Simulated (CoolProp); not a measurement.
Vapour-liquid equilibrium of propane (1) + n-pentane (2) at 0.0332 MPa; x and y are mole fractions of (1).

Values from CoolProp's multi-fluid Helmholtz-energy mixture model, Lemmon 2009 and Thol 2019; pair parameters Kunz 2012.

| x | bubble temperature, mixture model (K) | bubble temperature, Raoult's law (K) | y, mixture model | y, Raoult's law |
|---|---|---|---|---|
| 0.05 | 261.0 | 264.3 | 0.605 | 0.540 |
| 0.125 | … | 249.5 | 0.849 | 0.806 |
| 0.2 | … | 240.2 | … | 0.897 |
| 0.275 | 229.7 | 233.6 | 0.950 | 0.939 |
| 0.35 | … | 228.7 | … | 0.961 |
| 0.425 | … | 224.7 | 0.975 | 0.974 |
| 0.5 | 219.6 | 221.5 | 0.982 | 0.982 |
| 0.575 | 217.4 | 218.8 | 0.986 | 0.987 |
| 0.65 | 215.5 | 216.4 | 0.990 | 0.991 |
| 0.725 | 213.8 | 214.4 | … | 0.994 |
| 0.8 | 212.2 | 212.5 | … | 0.996 |
| 0.875 | 210.8 | 210.9 | 0.997 | 0.998 |
| 0.95 | 209.4 | 209.4 | 0.999 | 0.999 |

Task: What belongs in the gaps?

Result: 
- 0.125, bubble temperature, mixture model (K): 244.7
- 0.2, bubble temperature, mixture model (K): 235.6
- 0.2, y, mixture model: 0.920
- 0.35, bubble temperature, mixture model (K): 225.5
- 0.35, y, mixture model: 0.966
- 0.425, bubble temperature, mixture model (K): 222.3
- 0.725, y, mixture model: 0.993
- 0.8, y, mixture model: 0.995

The largest gap from Raoult's law is -4.8 K in bubble temperature, at x = 0.125. No azeotrope shows between x = 0.05 and 0.95.

Pair parameters are fitted to limited data, so mixtures are less certain than the pure fluids.
